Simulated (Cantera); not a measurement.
A closed system holds: 1 mol B2H6, 0.098 mol H2O, equilibrated at 8700 Pa.

Equilibrium computed with Cantera from the NASA thermochemical tables; the gas is ideal and each condensed phase is pure. Candidate condensed phases: B, B2O3, B3O3H3, H2O; 23 gas species. The feed counts by its element totals alone. The tables' values for BH2 are old estimates; treat these amounts as uncertain. Equilibrium is a limit: real reactors are often held back by kinetics, nucleation or transport. All values below are at 1823 K.

Base state: H2 0.970, HBO 0.0251, B2O2 0.00237, H 0.00145, BO 0.000651, BH2 0.000148, HBO2 0.000137, B2O3 9.66e-5 (mole fractions); condensed: B(s).

**Question.** What changes in the equilibrium state with this change: H2O from 0.098 to 5.6 mol?

**Answer.** 
| species | before | after |
|---|---|---|
| H2 | 0.970 | 0.622 |
| H2O | 1.50e-5 | 0.182 |
| HBO2 | 0.000137 | 0.179 |
| B2O3 | 9.66e-5 | 0.0136 |
| HBO | 0.0251 | 0.00173 |
| BH2 | 0.000148 | <1e-9 |
| OH | 1.56e-9 | 2.36e-5 |
| BO2 | 1.73e-8 | 2.82e-5 |
| B(s), mol | 1.90 | 0 |
